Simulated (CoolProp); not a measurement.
A simple Rankine cycle with trans-2-butene: condensing at 312.15 K, boiler at 1.49 MPa, turbine inlet 387.5 K, turbine efficiency 0.8, pump efficiency 0.6, no recuperator. Each further row changes one setting.

Model: reference Helmholtz-energy equation of state, Lemmon 2005, in CoolProp. It is a short technical equation, of lower accuracy than the large ones.

```tsv
case	thermal efficiency (%)	net work (kJ/kg)	heat in (kJ/kg)	turbine exit temperature (K)	volume ratio over the turbine
as stated	10.6	49.5	468	341.4	___
turbine inlet 407.5 K	10.6	54.3	___	___	___
condensing temperature 304.15 K	___	57.9	487	335.2	5.51
boiler pressure 1.04 MPa	___	___	485	355.5	2.93
turbine efficiency 0.7	9.2	42.9	468	345.0	4.44
```

Question: Complete the blanks.

Answer: 
- as stated, volume ratio over the turbine: 4.38
- turbine inlet 407.5 K, heat in (kJ/kg): 514
- turbine inlet 407.5 K, turbine exit temperature (K): 363.3
- turbine inlet 407.5 K, volume ratio over the turbine: 4.27
- condensing temperature 304.15 K, thermal efficiency (%): 11.9
- boiler pressure 1.04 MPa, thermal efficiency (%): 8.3
- boiler pressure 1.04 MPa, net work (kJ/kg): 40.2
